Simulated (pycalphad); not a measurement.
Source of the numbers: pycalphad with the COST 507 light-alloy database (1999); pressure 1 atm. No gas phase is included, though pure Mg would boil below 1377 °C. The data set is of 1999 and partly superseded. Diffusion is slow at the low end, where real alloys seldom reach equilibrium.

Molar enthalpy of Si-76.61Mg (wt.%) in equilibrium (SER reference):

```tsv
T (°C)	H (kJ/mol)	phases
1377	46.67	liquid
1297	44.04	liquid
1217	41.41	liquid
1137	38.78	liquid
1097	37.47	liquid
1057	36.15	liquid
977	25.53	liquid + MG2SI
897	17.73	liquid + MG2SI
817	12.98	MG2SI + liquid
737	9.41	MG2SI + liquid
657	6.44	MG2SI + liquid
617	1.66	MG2SI + hcp
577	0.54	MG2SI + hcp
497	-1.66	MG2SI + hcp
417	-3.82	MG2SI + hcp
337	-5.93	MG2SI + hcp
257	-8.00	MG2SI + hcp
177	-10.02	MG2SI + hcp
97	-11.97	MG2SI + hcp
```

Cooling from 1057 °C to 617 °C, across the freezing range, releases 34.5 kJ/mol, or 1370 J/g. The slope is 33 J/(mol K) in the liquid and 28 J/(mol K) just below the solidus, where it includes any heat of precipitation. Liquidus 1023 °C, solidus 639 °C. Changes were sought between steps of 40 K, so a narrower field can be missed.

Database names, with the compositions (at.%) that they take in these runs: MG2SI: Mg 67 Si 33.
